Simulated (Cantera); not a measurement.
Feed: 1 mol Si, 0.12 mol O2, 5.7 mol N2, at 1227 °C and 0.710 Pa.

Method: chemical equilibrium by Gibbs-energy minimisation in Cantera with the NASA 1993 tables (ideal gas, pure condensed phases). Candidate condensed phases: Si, SiO2, Si2N2O, Si3N4; 16 gas species. The numbers say what is thermodynamically allowed, not how fast it happens.

Base state: N2 0.958, SiO 0.0403, Si 0.00148 (mole fractions); condensed: Si(s).

### Question
What changes in the equilibrium state with this change: temperature from 1227 °C to 1552 °C?

### Answer
```json
[
 {"species": "N2", "before": "0.958", "after": "0.851"},
 {"species": "Si", "before": "0.00148", "after": "0.113"},
 {"species": "SiO", "before": "0.0403", "after": "0.0358"},
 {"species": "Si2", "before": "1.90e-6", "after": "0.000130"},
 {"species": "SiN", "before": "4.97e-6", "after": "0.000114"},
 {"species": "Si2N", "before": "7.46e-6", "after": "3.16e-5"},
 {"species": "Si(s), mol", "before": "0.751", "after": "0"}
]
```
The tables' values for SiN are old estimates; treat these amounts as uncertain.
